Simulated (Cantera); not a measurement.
**MgO + F₂ (oxide etching and cleaning by halides)**

A closed system holds: 1 mol MgO, a varied amount of F₂, equilibrated at 1552 °C and 0.00120 bar.

Method: chemical equilibrium by Gibbs-energy minimisation in Cantera with the NASA 1993 tables (ideal gas, pure condensed phases). Candidate condensed phases: Mg, MgF₂, MgO; 14 gas species. The numbers say what is thermodynamically allowed, not how fast it happens.

| n(F₂) (mol) | log p F | log p MgF₂ | log p O₂ | log p O | log p MgF | log p Mg₂F₄ | log p F₂ | n MgO(s) |
|---|---|---|---|---|---|---|---|---|
| 0.58 | -6.33 | -3.10 | -3.40 | -5.51 | -6.43 | -7.03 | -14.57 | 0.420 |
| 1.1 | -3.85 | -3.15 | -3.45 | -5.54 | -8.97 | -7.14 | -9.61 | 0 |
| 1.6 | -3.27 | -3.35 | -3.66 | -5.64 | -9.74 | -7.54 | -8.46 | 0 |
| 2.1 | -3.15 | -3.49 | -3.79 | -5.71 | -10.01 | -7.82 | -8.20 | 0 |
| 2.6 | -3.09 | -3.59 | -3.90 | -5.76 | -10.17 | -8.02 | -8.09 | 0 |
| 3.1 | -3.05 | -3.68 | -3.98 | -5.80 | -10.29 | -8.19 | -8.02 | 0 |
| 3.6 | -3.03 | -3.75 | -4.05 | -5.84 | -10.38 | -8.33 | -7.97 | 0 |
| 4.2 | -3.01 | -3.82 | -4.12 | -5.88 | -10.47 | -8.48 | -7.94 | 0 |
| 4.7 | -3.00 | -3.87 | -4.18 | -5.90 | -10.53 | -8.58 | -7.91 | 0 |
| 5.2 | -2.99 | -3.92 | -4.22 | -5.92 | -10.59 | -8.67 | -7.90 | 0 |
| 5.7 | -2.99 | -3.96 | -4.26 | -5.95 | -10.64 | -8.76 | -7.88 | 0 |
| 6.2 | -2.98 | -4.00 | -4.30 | -5.96 | -10.68 | -8.83 | -7.87 | 0 |
log p: log10 of the partial pressure in bar; n: condensed amount in mol.

At 0.58 mol F₂ the condensed part is MgO(s). From 1.1 mol F₂ to 6.2 mol F₂ nothing is condensed. The main Mg-bearing gas is MgF₂ throughout.
